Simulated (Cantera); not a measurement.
Charge: 1 mol Si, 0.96 mol Cl2, 16 mol H2, held at 250000 Pa.

Cantera equilibrium calculation (NASA polynomials, part measured and part estimated; ideal gas, pure solids and liquids). Candidate condensed phases: Si; 19 gas species. Gases not in the tables: Si2H6 and higher silanes. Equilibrium is a limit: real reactors are often held back by kinetics, nucleation or transport.

Over these rows the condensed part is Si(s). Partial pressures as log10 of bar:

| T (K) | 1000/T (1/K) | log p SiCl4 | log p H2 | log p HCl |
|---|---|---|---|---|
| 1173 | 0.8525 | -1.53 | 0.38 | -1.32 |
| 1273 | 0.7855 | -1.64 | 0.37 | -1.11 |
| 1373 | 0.7283 | -1.84 | 0.37 | -0.95 |
| 1473 | 0.6789 | ? | 0.36 | -0.85 |
| 1573 | 0.6357 | -2.55 | 0.36 | -0.80 |
| 1673 | 0.5977 | -3.01 | 0.36 | -0.78 |

Task: Fit log p(SiCl4) = a + b·(1000/T) to the five rows, give the apparent enthalpy, and predict the row at 1473 K.

Result: Means: 1000/T = 0.7199, log p = -2.114. Sxy = 0.257037, Sxx = 0.0439792, so b = 5.84 and a = -2.114 − (5.84)×0.7199 = -6.32.
Apparent enthalpy: −19.145 × (5.84) = -112 kJ/mol. With the condensed phases at unit activity, Si(s) + 4 HCl(g) = SiCl4(g) + 2 H2(g) links this pressure to the main gases: over the six rows their terms move log p by +2.20 in all, so the slope isn't that reaction's ΔH° alone. The five rows lie within 0.23 of the line; that is curvature, so one enthalpy describes this range poorly.
Prediction at 1473 K: -6.32 + (5.84)×0.6789 = -2.36. The computed value is -2.14, 0.22 from the line.
